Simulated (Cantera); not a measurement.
Input: 1 mol Si₃N₄, 0.73 mol N₂O, 2.5 mol N₂, equilibrated at 1.00 Torr.

Equilibrium computed with Cantera from the NASA thermochemical tables; the gas is ideal and each condensed phase is pure. Candidate condensed phases: Si, SiO₂, Si₂N₂O, Si₃N₄; 16 gas species. Mutual solubility and eutectic melting of coexisting phases are not modelled. Rates play no part.

What share of the Si ends up in condensed phases as a function of T (K), at 1498, 1548, 1598, 1648, 1698, 1748, 1798, 1848, 1898, 1948, 1998, 2048, 2098?


```tsv
T (K)	Si condensed (%)	as
1498	100.0	Si₂N₂O(s) + Si₃N₄(s)
1548	99.9	Si₂N₂O(s) + Si₃N₄(s)
1598	99.6	Si₂N₂O(s) + Si₃N₄(s)
1648	98.4	Si₂N₂O(s) + Si₃N₄(s)
1698	91.0	Si(l) + Si₂N₂O(s)
1748	75.4	Si(l)
1798	75.2	Si(l)
1848	74.7	Si(l)
1898	73.7	Si(l)
1948	71.9	Si(l)
1998	68.7	Si(l)
2048	63.0	Si(l)
2098	52.8	Si(l)
```
